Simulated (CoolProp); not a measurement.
Vapour-liquid equilibrium of R125 (1) + R1234yf (2) at 543 kPa; x and y are mole fractions of (1).

Values from CoolProp's multi-fluid Helmholtz-energy mixture model, Lemmon 2005 and Lemmon 2022; pair parameters Bell 2023.

```
x     bubble temperature (°C)  y at the bubble point  dew temperature at overall composition x (°C)  liquid density (mol/L)
----  -----------------------  ---------------------  ---------------------------------------------  ----------------------
0.05                     15.4                  0.088                                           16.1                   9.892
0.2                      10.9                  0.316                                           13.3                   10.10
0.35                      6.9                  0.500                                           10.2                   10.31
0.5                       3.3                  0.651                                            6.9                   10.51
0.65                      0.0                  0.777                                            3.3                   10.72
0.8                      -2.9                  0.883                                           -0.6                   10.94
0.95                     -5.6                  0.973                                           -4.9                   11.16
```

No azeotrope shows between x = 0.05 and 0.95.

Pair parameters are fitted to limited data, so mixtures are less certain than the pure fluids.
